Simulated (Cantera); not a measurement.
## Stirred combustor or abatement burner

A perfectly stirred reactor is fed with 4.38 % CH4, 7.98 % O2, 87.6 % N2, equivalence ratio 1.1, at 1.00 bar; it is adiabatic with a 523 K inlet, and is followed from long to short residence time, starting on the burning branch (τ in s: 0.25, 0.11, 0.047, 0.021, 0.009, 0.0039, 0.0017, 0.00075, 0.00033, 0.00014, 6.2e-05).

Model: GRI-Mech 3.0 (53 species, 325 reactions), integrated in Cantera.

```json
[
 {"τ (s)": "0.25", "T (K)": "1407", "x CH4": "0.000697", "x O2": "0.00187", "x CO2": "0.0330", "x C2H4": "6.19e-5", "x CH2O": "9.60e-6", "x CO": "0.00934", "x CH3": "4.23e-5"},
 {"τ (s)": "0.11", "T (K)": "1390", "x CH4": "0.000880", "x O2": "0.00309", "x CO2": "0.0311", "x C2H4": "7.89e-5", "x CH2O": "1.63e-5", "x CO": "0.0109", "x CH3": "5.72e-5"},
 {"τ (s)": "0.047", "T (K)": "523", "x CH4": "0.0438", "x O2": "0.0798", "x CO2": "<1e-12", "x C2H4": "<1e-12", "x CH2O": "<1e-12", "x CO": "<1e-12", "x CH3": "<1e-12"},
 {"τ (s)": "0.021", "T (K)": "523", "x CH4": "0.0438", "x O2": "0.0798", "x CO2": "<1e-12", "x C2H4": "<1e-12", "x CH2O": "<1e-12", "x CO": "<1e-12", "x CH3": "<1e-12"},
 {"τ (s)": "0.0090", "T (K)": "523", "x CH4": "0.0438", "x O2": "0.0798", "x CO2": "<1e-12", "x C2H4": "<1e-12", "x CH2O": "<1e-12", "x CO": "<1e-12", "x CH3": "<1e-12"},
 {"τ (s)": "0.0039", "T (K)": "523", "x CH4": "0.0438", "x O2": "0.0798", "x CO2": "<1e-12", "x C2H4": "<1e-12", "x CH2O": "<1e-12", "x CO": "<1e-12", "x CH3": "<1e-12"},
 {"τ (s)": "0.0017", "T (K)": "523", "x CH4": "0.0438", "x O2": "0.0798", "x CO2": "<1e-12", "x C2H4": "<1e-12", "x CH2O": "<1e-12", "x CO": "<1e-12", "x CH3": "<1e-12"},
 {"τ (s)": "0.00075", "T (K)": "523", "x CH4": "0.0438", "x O2": "0.0798", "x CO2": "<1e-12", "x C2H4": "<1e-12", "x CH2O": "<1e-12", "x CO": "<1e-12", "x CH3": "<1e-12"},
 {"τ (s)": "0.00033", "T (K)": "523", "x CH4": "0.0438", "x O2": "0.0798", "x CO2": "<1e-12", "x C2H4": "<1e-12", "x CH2O": "<1e-12", "x CO": "<1e-12", "x CH3": "<1e-12"},
 {"τ (s)": "0.00014", "T (K)": "523", "x CH4": "0.0438", "x O2": "0.0798", "x CO2": "<1e-12", "x C2H4": "<1e-12", "x CH2O": "<1e-12", "x CO": "<1e-12", "x CH3": "<1e-12"},
 {"τ (s)": "6.2e-5", "T (K)": "523", "x CH4": "0.0438", "x O2": "0.0798", "x CO2": "<1e-12", "x C2H4": "<1e-12", "x CH2O": "<1e-12", "x CO": "<1e-12", "x CH3": "<1e-12"}
]
```
x: mole fraction; the columns are a selection and need not sum to one.
